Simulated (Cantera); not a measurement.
Input (Python, Cantera) and output of one run.

```python
import numpy as np
import cantera as ct

gas_names = """
    HF O3 H O2 CuF2
""".split()
cond_names = """
    Cu2O(s) Cu2O(L) CuF2(s) CuF2(L) CuO2H2(s)
""".split()


# ... load() reads the species with a 1 bar reference pressure and builds the phases ...
species = {s.name: s for s in load("nasa_gas.yaml", gas_names) + load("nasa_condensed.yaml", cond_names)}
# Each term lists the table entries of one substance; the one whose range holds T is used.
reactions = {
    '3 Cu2O + 12 HF(g) = O3(g) + 12 H(g) + 6 CuF2':
        [(-3, ['Cu2O(s)', 'Cu2O(L)']), (-12, ['HF']), (1, ['O3']), (12, ['H']), (6, ['CuF2(s)', 'CuF2(L)'])],
    '2 HF(g) + Cu(OH)2 = O2(g) + CuF2(g) + 4 H(g)':
        [(-2, ['HF']), (-1, ['CuO2H2(s)']), (1, ['O2']), (1, ['CuF2']), (4, ['H'])],
}


def pick(names, T):
    return next(species[n] for n in names if species[n].thermo.min_temp <= T <= species[n].thermo.max_temp)


results = []
for label, terms in reactions.items():
    print(label)
    print("     T/K   dH/kJ  dS/(J/K)   dG/kJ   log10 K")
    for T in [925, 1000, 1075, 1150, 1225, 1300, 1375, 1450]:
        used = [(nu, pick(names, T)) for nu, names in terms]
        dH = sum(nu * s.thermo.h(T) for nu, s in used) / 1e6
        dS = sum(nu * s.thermo.s(T) for nu, s in used) / 1e3
        dG = dH - T * dS / 1e3
        logK = -dG * 1e6 / (ct.gas_constant * T * np.log(10))
        results.append((label, T, dH, dS, dG, logK, [s.name for _, s in used]))
        print(f"{T:8g} {dH:8.1f} {dS:8.1f} {dG:8.1f} {logK:8.2f}")
```

It prints:

```
3 Cu2O + 12 HF(g) = O3(g) + 12 H(g) + 6 CuF2
     T/K   dH/kJ  dS/(J/K)   dG/kJ   log10 K
     925   3439.4    -54.0   3489.4  -197.04
    1000   3457.5    -35.2   3492.7  -182.44
    1075   3475.6    -17.8   3494.7  -169.81
    1150   3826.7    298.8   3483.1  -158.21
    1225   3847.6    316.4   3460.0  -147.54
    1300   3867.8    332.3   3435.7  -138.05
    1375   3887.1    346.8   3410.2  -129.55
    1450   3905.7    360.0   3383.7  -121.89
2 HF(g) + Cu(OH)2 = O2(g) + CuF2(g) + 4 H(g)
     T/K   dH/kJ  dS/(J/K)   dG/kJ   log10 K
     925   1602.1    479.3   1158.8   -65.43
    1000   1601.7    478.9   1122.8   -58.65
    1075   1601.3    478.5   1086.9   -52.81
    1150   1600.8    478.0   1051.1   -47.74
    1225   1600.2    477.5   1015.2   -43.29
    1300   1599.6    477.1    979.4   -39.35
    1375   1598.9    476.6    943.7   -35.85
    1450   1598.3    476.1    907.9   -32.71
```

Source: NASA polynomial tables (part measured, part estimated), evaluated in Cantera. Condensed species are held in their standard states even where they would react or evaporate.
